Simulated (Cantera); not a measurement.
A perfectly stirred reactor is fed with H2 : O2 : N2 = 1 : 0.625 : 7.2 (molar parts), equivalence ratio 0.80, at 0.350 bar; it is adiabatic with a 625 K inlet, and is followed from long to short residence time, starting on the burning branch (τ in s: 0.44, 0.16, 0.059, 0.022, 0.0081, 0.003, 0.0011, 0.00041, 0.00015, 5.6e-05).

Detailed kinetics in Cantera: GRI-Mech 3.0 (53 species, 325 reactions).

x: mole fraction; the columns are a selection and need not sum to one.

```tsv
τ (s)	T (K)	x H2	x O2	x NO2	x H2O	x NO	x H2O2	x H
0.44	1482	0.000561	0.0151	1.20e-9	0.119	3.37e-6	1.10e-7	0.000116
0.16	1475	0.00106	0.0152	8.55e-10	0.118	3.70e-6	1.70e-7	0.000308
0.059	1461	0.00192	0.0156	7.23e-10	0.117	4.81e-6	2.59e-7	0.000777
0.022	1437	0.00329	0.0162	6.73e-10	0.115	6.54e-6	3.90e-7	0.00183
0.0081	1396	…	0.0174	6.22e-10	0.111	8.18e-6	…	…
0.0030	1333	…	…	5.15e-10	0.106	8.36e-6	…	…
0.0011	1243	0.0124	0.0224	3.30e-10	0.0980	6.08e-6	9.34e-7	0.0133
0.00041	1109	0.0263	0.0304	1.08e-10	0.0815	2.05e-6	8.57e-7	0.0167
0.00015	625	0.113	0.0708	<1e-12	<1e-12	<1e-12	<1e-12	<1e-12
5.6e-5	625	0.113	0.0708	<1e-12	<1e-12	<1e-12	<1e-12	<1e-12
```

Q: Fill in the missing entries.

A: 
- 0.0081, x H2: 0.00530
- 0.0081, x H2O2: 5.82e-7
- 0.0081, x H: 0.00402
- 0.0030, x H2: 0.00800
- 0.0030, x O2: 0.0192
- 0.0030, x H2O2: 8.09e-7
- 0.0030, x H: 0.00784
